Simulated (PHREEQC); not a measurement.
A solution holds 25 mmol/kgw H2SO4, 6.7 mmol/kgw CuSO4 and 1.9 mmol/kgw CuCl2, at 25 °C. Closed to the air; pH follows from the charge balance.

The numbers come from PHREEQC with the ion-association model, wateq4f.dat.

Problem. The ionic strength comes out as 0.0622 mol/kgw. What activity coefficients do CuCl+, SO4-2, H+, Cu+2, Cl- get?

Solution. CuCl+ 0.80, SO4-2 0.43, H+ 0.85, Cu+2 0.46, Cl- 0.80.

Precipitation was switched off in this run. Species that the database lacks are ignored.
